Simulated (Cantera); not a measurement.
Charge: 1 mol Al, 7 mol Cl2, equilibrated at 100 Torr.

Equilibrium computed with Cantera from the NASA thermochemical tables; the gas is ideal and each condensed phase is pure. Candidate condensed phases: Al, AlCl3; 8 gas species. Equilibrium is a limit: real reactors are often held back by kinetics, nucleation or transport.

x: gas mole fraction; nothing condenses.

```json
[
 {"T (°C)": "502", "x Cl2": "0.857", "x AlCl3": "0.129", "x Cl": "1.30e-5", "x Al2Cl6": "0.0133", "x AlCl2": "<1e-12"},
 {"T (°C)": "552", "x Cl2": "0.851", "x AlCl3": "0.144", "x Cl": "4.15e-5", "x Al2Cl6": "0.00538", "x AlCl2": "<1e-12"},
 {"T (°C)": "602", "x Cl2": "0.848", "x AlCl3": "0.150", "x Cl": "?", "x Al2Cl6": "?", "x AlCl2": "<1e-12"},
 {"T (°C)": "652", "x Cl2": "0.847", "x AlCl3": "0.152", "x Cl": "?", "x Al2Cl6": "?", "x AlCl2": "<1e-12"},
 {"T (°C)": "702", "x Cl2": "0.846", "x AlCl3": "0.153", "x Cl": "0.000667", "x Al2Cl6": "0.000443", "x AlCl2": "<1e-12"},
 {"T (°C)": "752", "x Cl2": "0.845", "x AlCl3": "0.153", "x Cl": "0.00141", "x Al2Cl6": "0.000223", "x AlCl2": "3.52e-12"},
 {"T (°C)": "802", "x Cl2": "0.844", "x AlCl3": "0.153", "x Cl": "0.00278", "x Al2Cl6": "0.000119", "x AlCl2": "1.82e-11"},
 {"T (°C)": "852", "x Cl2": "0.841", "x AlCl3": "0.153", "x Cl": "0.00515", "x Al2Cl6": "6.79e-5", "x AlCl2": "8.10e-11"},
 {"T (°C)": "902", "x Cl2": "0.838", "x AlCl3": "0.153", "x Cl": "0.00908", "x Al2Cl6": "4.05e-5", "x AlCl2": "3.17e-10"},
 {"T (°C)": "952", "x Cl2": "0.832", "x AlCl3": "0.153", "x Cl": "0.0152", "x Al2Cl6": "2.53e-5", "x AlCl2": "1.11e-9"},
 {"T (°C)": "1002", "x Cl2": "0.823", "x AlCl3": "0.152", "x Cl": "0.0246", "x Al2Cl6": "1.63e-5", "x AlCl2": "3.51e-9"}
]
```

Question: What belongs in the gaps?

Answer: 
- 602, x Cl: 0.000116
- 602, x Al2Cl6: 0.00219
- 652, x Cl: 0.000292
- 652, x Al2Cl6: 0.000948
